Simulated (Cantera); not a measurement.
Input: 1 mol Si, 8.2 mol H2, equilibrated at 2.70 bar.

Method: chemical equilibrium by Gibbs-energy minimisation in Cantera with the NASA 1993 tables (ideal gas, pure condensed phases). Candidate condensed phases: Si; 9 gas species. The numbers say what is thermodynamically allowed, not how fast it happens. All values below are at 750 K.

Base state: H2 1.00 (mole fractions); condensed: Si(s).

What changes in the equilibrium state with this change: Si replaced by SiCl4?


| species | before | after |
|---|---|---|
| H2 | 1.00 | 0.885 |
| SiCl4 | 0 | 0.102 |
| HCl | 0 | 0.00643 |
| SiHCl3 | 0 | 0.00637 |
| SiH2Cl2 | 0 | 2.91e-5 |
| Si(s), mol | 1.000 | 0 |
